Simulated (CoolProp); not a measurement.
The numbers come from the reference Helmholtz-energy equation of state, Span 1996 in CoolProp.

Question: For carbon dioxide, give the phase and the cv (kJ/(kg K)), Joule-Thomson coefficient (K/MPa), viscosity (µPa s), conductivity (mW/(m K)) at 502.1 K and 1.11 MPa; 502.1 K and 8.85 MPa.

Answer: 
- 502.1 K and 1.11 MPa: gas; cv 0.830, Joule-Thomson coefficient 3.07, viscosity 24.1, conductivity 33.4
- 502.1 K and 8.85 MPa: supercritical; cv 0.853, Joule-Thomson coefficient 2.73, viscosity 25.6, conductivity 36.7

Viscosity comes from a separate model (Laesecke 2017). Thermal conductivity comes from a separate model (Huber 2016).
